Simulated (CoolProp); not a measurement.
Vapour-liquid equilibrium of propane (1) + n-pentane (2) at 0.0791 MPa; x and y are mole fractions of (1).

Values from CoolProp's multi-fluid Helmholtz-energy mixture model, Lemmon 2009 and Thol 2019; pair parameters Kunz 2012.

```
x      bubble temperature (°C)  y at the bubble point  dew temperature at overall composition x (°C)  liquid density (mol/L)
-----  -----------------------  ---------------------  ---------------------------------------------  ----------------------
0.05                      12.5                  0.486                                           27.6                   8.857
0.125                     -4.1                  0.768                                              ?                   9.229
0.2                      -14.5                  0.871                                           23.2                   9.552
0.275                        ?                  0.918                                           20.7                   9.861
0.35                         ?                  0.944                                           18.0                   10.17
0.425                    -30.7                  0.960                                           15.1                   10.50
0.5                          ?                  0.970                                           11.8                   10.84
0.575                    -36.7                      ?                                            8.2                   11.19
0.65                     -39.1                  0.984                                            4.1                   11.56
0.725                    -41.2                  0.989                                           -0.9                   11.94
0.8                      -43.1                  0.992                                           -6.9                   12.32
0.875                    -44.8                      ?                                          -15.1                   12.71
0.95                     -46.5                  0.998                                          -28.2                       ?
```

**Question.** What belongs in the gaps?

**Answer.** 
- 0.125, dew temperature at overall composition x (°C): 25.5
- 0.275, bubble temperature (°C): -21.5
- 0.35, bubble temperature (°C): -26.7
- 0.5, bubble temperature (°C): -34.0
- 0.575, y at the bubble point: 0.978
- 0.875, y at the bubble point: 0.995
- 0.95, liquid density (mol/L): 13.08

No azeotrope shows between x = 0.05 and 0.95.

The pair parameters rest on a limited set of measurements; away from them the model extrapolates.
